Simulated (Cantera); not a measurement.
# Pyrogenic steam for wet oxidation

An isothermal, constant-pressure homogeneous reactor starts with H2 : O2 : N2 = 1.4 : 1 : 3 (molar parts), equivalence ratio 0.70, at 1298 K and 0.296 atm.

Computed with Cantera and the H2/O2 subset of GRI-Mech 3.0, which has no nitrogen chemistry. The temperature is held fixed by assumption; the heat of reaction is taken as removed at once.

```csv
t (s),x H2,x O2,x H2O2,x H,x OH
5.00e-5,0.258,0.185,6.20e-8,0.000431,5.09e-5
0.000133,0.0296,0.0797,2.98e-6,0.0728,0.00808
0.000351,0.0105,0.0673,3.69e-6,0.0104,0.00429
0.000931,0.00160,0.0640,1.91e-6,0.000491,0.00148
0.00247,0.000190,0.0638,5.70e-7,1.94e-5,0.000502
0.00654,2.80e-5,0.0638,1.62e-7,1.25e-6,0.000205
0.0173,5.84e-6,0.0638,5.01e-8,1.35e-7,9.96e-5
0.0459,1.62e-6,0.0638,1.72e-8,2.14e-8,5.42e-5
0.122,5.52e-7,0.0638,6.56e-9,4.45e-9,3.21e-5
0.322,2.50e-7,0.0638,3.09e-9,1.37e-9,2.13e-5
0.854,1.85e-7,0.0638,2.27e-9,8.64e-10,1.80e-5
2.26,1.81e-7,0.0638,2.23e-9,8.39e-10,1.78e-5
6.00,1.81e-7,0.0638,2.23e-9,8.39e-10,1.78e-5
```
x: mole fraction; the columns are a selection and need not sum to one.

Equilibrium at this temperature and pressure: H2 1.81e-7, O2 0.0638, H2O2 2.23e-9, H 8.39e-10, OH 1.78e-5 (gas phase only).
